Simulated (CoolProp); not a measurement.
Saturated liquid density (kg/m³) of nitrous oxide: the reference equation beside estimates from Tc = 309.5 K, pc = 7.245 MPa, ω = 0.161. Rackett uses Z = 0.29056 − 0.08775 ω.

Values from CoolProp's reference Helmholtz-energy equation of state, Lemmon 2006. It is a short technical equation, of lower accuracy than the large ones.

```tsv
T (K)	reference	Rackett	van der Waals	Redlich-Kwong	Soave-Redlich-Kwong
196.6	1195	1175	744.9	1092	1111
203.4	1174	1156	732.6	1070	1091
210.2	1152	1135	719.8	1048	1070
217	1130	1114	706.6	1024	1047
223.8	1107	1093	692.7	999.5	1023
230.6	1084	1070	678.2	973.5	998.5
237.4	1059	1047	663.0	946.3	971.9
244.2	1034	1022	647.0	917.5	943.5
251.1	1006	996.2	629.8	886.5	912.8
257.9	978.1	968.9	611.7	854.0	880.2
264.7	947.9	939.8	592.4	819.1	845.0
271.5	915.4	908.4	571.5	781.5	806.6
278.3	879.9	874.0	548.5	740.5	764.3
```

Absolute difference from the reference over all 13 rows, mean and median: Rackett 1.2 and 1.2 %, van der Waals 37.5 and 37.5 %, Redlich-Kwong 11.3 and 10.6 %, Soave-Redlich-Kwong 8.9 and 8.2 %.
